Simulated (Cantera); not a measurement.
## Thermodynamics of chlorosilane synthesis and conversion, feed Si + HCl + H2

Charge: 1 mol Si, 0.97 mol HCl, a varied amount of H2, equilibrated at 975 K and 0.540 bar.

Cantera equilibrium calculation (NASA polynomials, part measured and part estimated; ideal gas, pure solids and liquids). Candidate condensed phases: Si; 19 gas species. The tables' values for SiCl3 are old estimates; treat these amounts as uncertain. Kinetics and transport are ignored.

| n(H2) (mol) | x H2 | x SiCl4 | x SiHCl3 | x HCl | x SiH2Cl2 | n Si(s) |
|---|---|---|---|---|---|---|
| 0.28 | 0.728 | 0.187 | 0.0688 | 0.0113 | 0.00265 | 0.741 |
| 0.41 | 0.758 | 0.163 | 0.0634 | 0.0112 | 0.00257 | 0.741 |
| 0.59 | 0.790 | 0.139 | 0.0571 | 0.0109 | 0.00247 | 0.740 |
| 0.85 | 0.823 | 0.113 | 0.0501 | 0.0106 | 0.00232 | 0.740 |
| 1.2 | 0.853 | 0.0903 | 0.0431 | 0.0102 | 0.00215 | 0.739 |
| 1.8 | 0.886 | 0.0665 | 0.0349 | 0.00965 | 0.00192 | 0.739 |
| 2.6 | 0.912 | 0.0487 | 0.0280 | 0.00906 | 0.00169 | 0.738 |
| 3.8 | 0.934 | 0.0343 | 0.0218 | 0.00839 | 0.00145 | 0.738 |
| 5.5 | 0.950 | 0.0237 | 0.0167 | 0.00772 | 0.00123 | 0.739 |
| 7.9 | 0.963 | 0.0162 | 0.0126 | 0.00707 | 0.00103 | 0.740 |
| 11 | 0.972 | 0.0113 | 0.00964 | 0.00648 | 0.000865 | 0.742 |
x: gas mole fraction; n: condensed amount in mol.

From 0.28 mol H2 to 11 mol H2 the condensed part is Si(s). The main Si-bearing gas is SiCl4 throughout.
